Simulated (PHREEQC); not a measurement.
Consider water at 25 °C with 0.18 mol/kgw H3PO4 and 0.024 mol/kgw NaF. Closed to the air; pH follows from the charge balance.

Model: ion-association model, wateq4f.dat, run in PHREEQC.

Precipitation was switched off in this run.

Estimate the pH, ionic strength.

pH 1.66; ionic strength 0.0499 mol/kgw.

In which forms is P present?

H3PO4 73 %, H2PO4- 27 % of the P.

wateq4f.dat counts part of the HF as a dimer, H2F2, which phreeqc.dat doesn't know; its constant is uncertain. H3PO4, which wateq4f.dat lacks, is added to it with the constant of phreeqc.dat.
